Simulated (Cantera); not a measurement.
## Silicon carbide growth: (CH3)2SiCl2 + HCl + H2

A closed system holds: 1 mol (CH3)2SiCl2, 2.5 mol HCl, 1.5 mol H2, held at 1450 °C and 0.970 bar.

Equilibrium computed with Cantera from the NASA thermochemical tables; the gas is ideal and each condensed phase is pure. Candidate condensed phases: C, C6H6, C7H8, C8H18, Si, SiC; 109 gas species. The feed counts by its element totals alone. The tables' values for SiCl3 are old estimates; treat these amounts as uncertain. Equilibrium is a limit: real reactors are often held back by kinetics, nucleation or transport.

- x(H2) = 0.503
- x(HCl) = 0.451
- x(SiCl2) = 0.0234
- x(SiCl3) = 0.0105
- x(SiCl4) = 0.00890
- x(SiHCl3) = 0.00204
- x(CH4) = 0.000247
- x(H) = 0.000132
- x(Cl) = 9.14e-5
- n(C(graphite)) = 1.35 mol
- n(SiC(s)) = 0.646 mol
- gas amount = 7.871 mol
- log10 activity of Si(l) (absent) = -1.78
